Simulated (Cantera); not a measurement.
Stirred combustor or abatement burner

A perfectly stirred reactor is fed with CH₄ : O₂ : N₂ = 1 : 4.65 : 17.5 (molar parts), at 3.90 bar; it is adiabatic with a 648 K inlet, and is followed from long to short residence time, starting on the burning branch (τ in s: 0.03, 0.017, 0.0097, 0.0056, 0.0032, 0.0018, 0.0011, 0.00061, 0.00035, 0.0002, 0.00012, 6.7e-05, 3.8e-05).

Cantera simulation using GRI-Mech 3.0 (53 species, 325 reactions); the numbers are that mechanism's predictions, not measurements.

```json
[
 {"τ (s)": "0.030", "T (K)": "1624", "x CH₄": "2.68e-5", "x O₂": "0.115", "x HCO": "9.53e-9", "x CH₂O": "2.44e-6", "x OH": "0.000356", "x CH₂": "1.84e-8", "x CH₃": "4.18e-6"},
 {"τ (s)": "0.017", "T (K)": "1622", "x CH₄": "3.96e-5", "x O₂": "0.115", "x HCO": "1.69e-8", "x CH₂O": "3.68e-6", "x OH": "0.000415", "x CH₂": "3.11e-8", "x CH₃": "6.07e-6"},
 {"τ (s)": "0.0097", "T (K)": "1620", "x CH₄": "5.83e-5", "x O₂": "0.115", "x HCO": "3.00e-8", "x CH₂O": "5.55e-6", "x OH": "0.000480", "x CH₂": "5.15e-8", "x CH₃": "8.71e-6"},
 {"τ (s)": "0.0056", "T (K)": "1615", "x CH₄": "8.56e-5", "x O₂": "0.115", "x HCO": "5.28e-8", "x CH₂O": "8.36e-6", "x OH": "0.000550", "x CH₂": "8.33e-8", "x CH₃": "1.23e-5"},
 {"τ (s)": "0.0032", "T (K)": "1609", "x CH₄": "0.000128", "x O₂": "0.115", "x HCO": "9.43e-8", "x CH₂O": "1.28e-5", "x OH": "0.000624", "x CH₂": "1.34e-7", "x CH₃": "1.76e-5"},
 {"τ (s)": "0.0018", "T (K)": "1599", "x CH₄": "0.000199", "x O₂": "0.116", "x HCO": "1.71e-7", "x CH₂O": "2.03e-5", "x OH": "0.000693", "x CH₂": "2.15e-7", "x CH₃": "2.55e-5"},
 {"τ (s)": "0.0011", "T (K)": "1586", "x CH₄": "0.000301", "x O₂": "0.117", "x HCO": "2.87e-7", "x CH₂O": "3.10e-5", "x OH": "0.000730", "x CH₂": "3.17e-7", "x CH₃": "3.58e-5"},
 {"τ (s)": "0.00061", "T (K)": "1555", "x CH₄": "0.000571", "x O₂": "0.119", "x HCO": "5.34e-7", "x CH₂O": "5.85e-5", "x OH": "0.000679", "x CH₂": "4.86e-7", "x CH₃": "5.88e-5"},
 {"τ (s)": "0.00035", "T (K)": "648", "x CH₄": "0.0432", "x O₂": "0.201", "x HCO": "<1e-12", "x CH₂O": "<1e-12", "x OH": "<1e-12", "x CH₂": "<1e-12", "x CH₃": "<1e-12"},
 {"τ (s)": "0.00020", "T (K)": "648", "x CH₄": "0.0432", "x O₂": "0.201", "x HCO": "<1e-12", "x CH₂O": "<1e-12", "x OH": "<1e-12", "x CH₂": "<1e-12", "x CH₃": "<1e-12"},
 {"τ (s)": "0.00012", "T (K)": "648", "x CH₄": "0.0432", "x O₂": "0.201", "x HCO": "<1e-12", "x CH₂O": "<1e-12", "x OH": "<1e-12", "x CH₂": "<1e-12", "x CH₃": "<1e-12"},
 {"τ (s)": "6.7e-5", "T (K)": "648", "x CH₄": "0.0432", "x O₂": "0.201", "x HCO": "<1e-12", "x CH₂O": "<1e-12", "x OH": "<1e-12", "x CH₂": "<1e-12", "x CH₃": "<1e-12"},
 {"τ (s)": "3.8e-5", "T (K)": "648", "x CH₄": "0.0432", "x O₂": "0.201", "x HCO": "<1e-12", "x CH₂O": "<1e-12", "x OH": "<1e-12", "x CH₂": "<1e-12", "x CH₃": "<1e-12"}
]
```
x: mole fraction; the columns are a selection and need not sum to one.
